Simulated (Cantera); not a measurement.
## Thermodynamics of boron, boron nitride and boron oxide, feed BF3 + H2 + N2

A closed system holds: 1 mol BF3, 5.2 mol H2, a varied amount of N2, equilibrated at 1850 K and 0.150 bar.

Cantera equilibrium calculation (NASA polynomials, part measured and part estimated; ideal gas, pure solids and liquids). Candidate condensed phases: B, BN; 31 gas species. The tables' values for BF2 are old estimates; treat these amounts as uncertain. The numbers say what is thermodynamically allowed, not how fast it happens.

| n(N2) (mol) | x N2 | x H2 | x BF3 | x HF | x BF2 | x BHF2 | n BN(s) |
|---|---|---|---|---|---|---|---|
| 16 | 0.716 | 0.222 | 0.0326 | 0.0202 | 0.00596 | 0.00173 | 0.0771 |
| 30 | 0.825 | 0.136 | 0.0194 | 0.0136 | 0.00411 | 0.000934 | 0.0828 |
| 44 | 0.873 | 0.0976 | 0.0136 | 0.0103 | 0.00322 | 0.000620 | 0.0843 |
| 58 | 0.901 | 0.0762 | 0.0104 | 0.00839 | 0.00268 | 0.000456 | 0.0842 |
| 72 | 0.918 | 0.0625 | 0.00841 | 0.00709 | 0.00232 | 0.000357 | 0.0834 |
| 86 | 0.931 | 0.0529 | 0.00702 | 0.00616 | 0.00205 | 0.000290 | 0.0823 |
| 100 | 0.940 | 0.0459 | 0.00601 | 0.00546 | 0.00184 | 0.000243 | 0.0809 |
| 110 | 0.945 | 0.0419 | 0.00544 | 0.00505 | 0.00172 | 0.000218 | 0.0798 |
| 130 | 0.953 | 0.0357 | 0.00456 | 0.00440 | 0.00153 | 0.000178 | 0.0775 |
| 140 | 0.956 | 0.0332 | 0.00421 | 0.00414 | 0.00145 | 0.000163 | 0.0763 |
| 160 | 0.961 | 0.0292 | 0.00365 | 0.00370 | 0.00132 | 0.000139 | 0.0738 |
| 170 | 0.963 | 0.0275 | 0.00342 | 0.00352 | 0.00126 | 0.000129 | 0.0725 |
x: gas mole fraction; n: condensed amount in mol.

From 16 mol N2 to 170 mol N2 the condensed part is BN(s). The main B-bearing gas is BF3 throughout.
